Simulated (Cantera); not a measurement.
Mixture: CH₄ : O₂ : N₂ = 1 : 2.6 : 9.77 (molar parts), equivalence ratio 0.77, at 975 Torr, adiabatic and at constant pressure. Ignition delay is the time to a rise of 400 K.

Cantera simulation using GRI-Mech 3.0 (53 species, 325 reactions); the numbers are that mechanism's predictions, not measurements.

Question: What does this change do: 1 parts CO2 added?

Answer: 
| quantity | before | after |
|---|---|---|
| delay at 1175 K | 45.5 ms | 50.8 ms |
| delay at 1325 K | 6.08 ms | 6.85 ms |
| delay at 1475 K | 1.12 ms | 1.25 ms |
| delay at 1625 K | 0.289 ms | 0.317 ms |
| delay at 1775 K | 0.101 ms | 0.109 ms |
| apparent activation energy between 1625 and 1775 K | 170 kJ/mol | 170 kJ/mol |
